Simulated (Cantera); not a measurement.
A perfectly stirred reactor is fed with CH3OH : O2 : N2 = 1 : 2.38 : 8.95 (molar parts), at 0.651 atm; it is adiabatic with a 498 K inlet, and is followed from long to short residence time, starting on the burning branch (τ in s: 0.075, 0.035, 0.017, 0.0078, 0.0037, 0.0017, 0.00081, 0.00038, 0.00018, 8.5e-05, 4e-05, 1.9e-05).

Computed with Cantera and GRI-Mech 3.0 (53 species, 325 reactions). GRI-Mech 3.0 was tuned for natural gas; its chemistry of methanol as a main component is partial and can be far from experiment.

x: mole fraction; the columns are a selection and need not sum to one.

```csv
τ (s),T (K),x CH3OH,x O2,x CO,x CH2,x HCO
0.075,1901,3.37e-6,0.0684,0.00106,…,7.33e-8
0.035,1891,5.58e-6,0.0685,0.00165,…,1.56e-7
0.017,1878,8.90e-6,0.0687,0.00248,…,3.19e-7
0.0078,1857,1.47e-5,0.0692,0.00380,…,6.87e-7
0.0037,1830,2.44e-5,0.0699,0.00557,…,1.42e-6
0.0017,1793,4.30e-5,0.0711,0.00814,…,3.03e-6
0.00081,1750,7.98e-5,0.0731,0.0118,…,6.26e-6
0.00038,1694,0.000177,0.0768,0.0181,…,1.34e-5
0.00018,498,0.0811,0.193,<1e-12,<1e-12,<1e-12
8.5e-5,498,0.0811,0.193,<1e-12,<1e-12,<1e-12
4.0e-5,498,0.0811,0.193,<1e-12,<1e-12,<1e-12
1.9e-5,498,0.0811,0.193,<1e-12,<1e-12,<1e-12
```

### Question
Some entries are withheld; supply them.

### Answer

- 0.075, x CH2: 3.09e-9
- 0.035, x CH2: 5.53e-9
- 0.017, x CH2: 1.07e-8
- 0.0078, x CH2: 2.46e-8
- 0.0037, x CH2: 5.87e-8
- 0.0017, x CH2: 1.46e-7
- 0.00081, x CH2: 3.36e-7
- 0.00038, x CH2: 7.43e-7
